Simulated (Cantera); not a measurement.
Source: NASA polynomial tables (part measured, part estimated), evaluated in Cantera. Values are per mole of reaction as written; species without (g) are pure solids or liquids, kept so even where they would boil at 1 bar.

Between 550 and 950 K, where is each reaction favourable under standard conditions?
- 1.333 V + O₂(g) → 0.6667 V₂O₃
- Zr + O₂(g) → ZrO₂
- 1.333 Fe + O₂(g) → 0.6667 Fe₂O₃


- 1.333 V + O₂(g) → 0.6667 V₂O₃: ΔG° is -715 kJ at 550 K and -649 kJ at 950 K; it stays negative (K > 1). ΔH° is -803 kJ and ΔS° -162 J/K at 950 K.
- Zr + O₂(g) → ZrO₂: ΔG° is -991 kJ at 550 K and -917 kJ at 950 K; it stays negative (K > 1). ΔH° is -1091 kJ and ΔS° -183 J/K at 950 K.
- 1.333 Fe + O₂(g) → 0.6667 Fe₂O₃: ΔG° is -450 kJ at 550 K and -383 kJ at 950 K; it stays negative (K > 1). ΔH° is -538 kJ and ΔS° -164 J/K at 950 K.
